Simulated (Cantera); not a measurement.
Input: 1 mol FeS₂, 1900 mol H₂, 3.3 mol N₂, at 925 K and 133 Pa.

Method: chemical equilibrium by Gibbs-energy minimisation in Cantera with the NASA 1993 tables (ideal gas, pure condensed phases). Candidate condensed phases: Fe, FeS, FeS₂, S; 16 gas species. FeS: taken at fixed stoichiometry. Kinetics and transport are ignored.

Base state: H₂ 0.998, N₂ 0.00173, H₂S 0.000580 (mole fractions); condensed: Fe(α) + FeS(s).

### Question
What changes in the equilibrium state with this change: FeS₂ replaced by Al₂O₃?

### Answer
```
species          before    after
-------------  --------  -------
H₂                0.998    0.998
N₂              0.00173  0.00173
H₂S            0.000580        0
Fe(α), mol        0.104        0
FeS(s), mol       0.896        0
Al₂O₃(s), mol         0    1.000
```
Further candidate phases: Al, AlN, Al₂O₃, H₂O.
